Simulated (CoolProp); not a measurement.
Vapour-liquid equilibrium of propylene (1) + dimethyl ether (2) at 16.6 bar; x and y are mole fractions of (1).

Values from CoolProp's multi-fluid Helmholtz-energy mixture model, Lemmon 2013 and Wu 2011; pair parameters Bell 2016.

```json
[
 {"x": "0.05", "bubble temperature (K)": "337.3", "y at the bubble point": "0.079", "dew temperature at overall composition x (K)": "338.0", "liquid density (mol/L)": "12.68"},
 {"x": "0.15", "bubble temperature (K)": "333.6", "y at the bubble point": "0.222", "dew temperature at overall composition x (K)": "335.5", "liquid density (mol/L)": "12.56"},
 {"x": "0.25", "bubble temperature (K)": "330.3", "y at the bubble point": "0.348", "dew temperature at overall composition x (K)": "332.9", "liquid density (mol/L)": "12.44"},
 {"x": "0.35", "bubble temperature (K)": "327.3", "y at the bubble point": "0.460", "dew temperature at overall composition x (K)": "330.2", "liquid density (mol/L)": "12.30"},
 {"x": "0.45", "bubble temperature (K)": "324.5", "y at the bubble point": "0.559", "dew temperature at overall composition x (K)": "327.5", "liquid density (mol/L)": "12.16"},
 {"x": "0.55", "bubble temperature (K)": "322.1", "y at the bubble point": "0.650", "dew temperature at overall composition x (K)": "324.8", "liquid density (mol/L)": "12.01"},
 {"x": "0.65", "bubble temperature (K)": "319.8", "y at the bubble point": "0.733", "dew temperature at overall composition x (K)": "322.0", "liquid density (mol/L)": "11.86"},
 {"x": "0.75", "bubble temperature (K)": "317.8", "y at the bubble point": "0.811", "dew temperature at overall composition x (K)": "319.4", "liquid density (mol/L)": "11.71"},
 {"x": "0.85", "bubble temperature (K)": "315.9", "y at the bubble point": "0.887", "dew temperature at overall composition x (K)": "316.8", "liquid density (mol/L)": "11.57"},
 {"x": "0.95", "bubble temperature (K)": "314.2", "y at the bubble point": "0.962", "dew temperature at overall composition x (K)": "314.5", "liquid density (mol/L)": "11.43"}
]
```

No azeotrope shows between x = 0.05 and 0.95.

Pair parameters are fitted to limited data, so mixtures are less certain than the pure fluids.
